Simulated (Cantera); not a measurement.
A closed system holds: 1 mol borazine, 0.51 mol N2, equilibrated at 952 °C and 20.0 mbar.

Equilibrium computed with Cantera from the NASA thermochemical tables; the gas is ideal and each condensed phase is pure. Candidate condensed phases: B, BN; 15 gas species. The feed counts by its element totals alone. Rates play no part.

Q: What is the equilibrium state?

A: 
```json
{
 "x(H2)": "0.855",
 "x(N2)": "0.145",
 "x(H)": "2.04e-6",
 "x(NH3)": "1.03e-6",
 "n(BN(s))": "3.00 mol",
 "gas_amount": "3.510 mol",
 "log10 activity of B(s) (absent)": "-4.82"
}
```
